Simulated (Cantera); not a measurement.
## Reactions in the system C-Mg-O

Cantera with NASA thermochemical tables; ideal gases at 1 bar, condensed phases pure. Values are per mole of reaction as written; species without (g) are pure solids or liquids, kept so even where they would boil at 1 bar.

CO₂(g) + Mg(g) + O(g) ⇌ MgCO₃

```csv
T (K),ΔH° (kJ),ΔS° (J/K),ΔG° (kJ),log10 K
600,-1111.6,-452.0,-840.4,73.17
625,-1111.1,-451.2,-829.1,69.29
650,-1110.6,-450.3,-817.9,65.72
675,-1110.0,-449.5,-806.6,62.42
700,-1109.4,-448.6,-795.4,59.35
725,-1108.8,-447.7,-784.2,56.50
750,-1108.1,-446.8,-773.0,53.84
775,-1107.4,-445.9,-761.9,51.35
800,-1106.7,-445.0,-750.7,49.02
825,-1106.0,-444.1,-739.6,46.83
```
